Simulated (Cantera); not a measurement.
What does this Cantera script print?

```python
import numpy as np
import cantera as ct

gas_names = """
    AL ALH ALN ALO ALOH ALO2 ALO2H AL2 AL2O AL2O2 H HALO HNO HNO2 HNO3 HO2 H2 H2O H2O2 N NH NH2 NH3
    NH2OH NO NO2 NO3 N2 N2H2 N2H4 N2O O OH O2 O3
""".split()
cond_names = """
    AL(cr) AL(L) ALN(s) AL2O3(a) AL2O3(L) H2O(s) H2O(L)
""".split()


def load(file, names, dense=False):
    # The tables refer to 1 bar. Condensed volumes are neglected.
    table = {s.name: s for s in ct.Species.list_from_file(file)}
    out = []
    for n in names:
        d = dict(table[n].input_data)
        d["thermo"] = dict(d["thermo"], **{"reference-pressure": 1e5})
        if dense:
            d["equation-of-state"] = {"model": "constant-volume", "density": "1e6 g/cm^3"}
        out.append(ct.Species.from_dict(d))
    return out


gas = ct.Solution(thermo="ideal-gas", species=load("nasa_gas.yaml", gas_names))
cond = {s.name: ct.Solution(thermo="fixed-stoichiometry", species=[s], name=s.name)
        for s in load("nasa_condensed.yaml", cond_names, dense=True)}
atoms = {
    'Al': {'AL': 1},
    'N2O': {'N': 2, 'O': 1},
    'H2': {'H': 2},
}
top_T = {'ALN(s)': 2750}  # K; cautious upper limits of use, not melting points


def equilibrate(T, P, feed):
    n = {}
    for name, mol in feed.items():
        for a, k in atoms[name].items():
            n[a] = n.get(a, 0.0) + k * mol
    gas.TPX = T, P, n
    mass = sum(n.values()) * gas.mean_molecular_weight
    gas.equilibrate("TP")
    valid = [c for c in cond.values() if c.min_temp <= T <= top_T.get(c.name, c.max_temp)]
    mix = ct.Mixture([(gas, mass / gas.mean_molecular_weight)] + [(c, 0.0) for c in valid])
    mix.T, mix.P = T, P
    mix.equilibrate("TP", solver="vcs", rtol=1e-11, max_steps=5000)
    return mix


results = []
feed = {'Al': 1, 'N2O': 7.5, 'H2': 1.5}  # mol
T = 998.15  # K
P = 13332.2  # Pa
mix = equilibrate(T, P, feed)
results.append((T, P, feed, dict(zip(mix.species_names, mix.species_moles))))
x = sorted(zip(gas.X, gas.species_names), reverse=True)
print(f"T = {T:g} K  P = {P:g} Pa  gas = {mix.phase_moles(0):.4g} mol")
print("   x: " + "  ".join(f"{s} {v:.3e}" for v, s in x if v > 1e-06))
print("   condensed (mol): " + ("  ".join(f"{mix.phase(i).name} {mix.phase_moles(i):.4g}"
      for i in range(1, mix.n_phases) if mix.phase_moles(i) > 1e-12) or "none"))
```

Output:

```
T = 998.15 K  P = 13332.2 Pa  gas = 11.25 mol
   x: N2 6.667e-01  O2 2.000e-01  H2O 1.333e-01  NO 2.751e-05
   condensed (mol): AL2O3(a) 0.5
```

These are equilibrium values from Cantera (NASA tables, ideal gas, pure condensed phases), not measurements of a reactor.
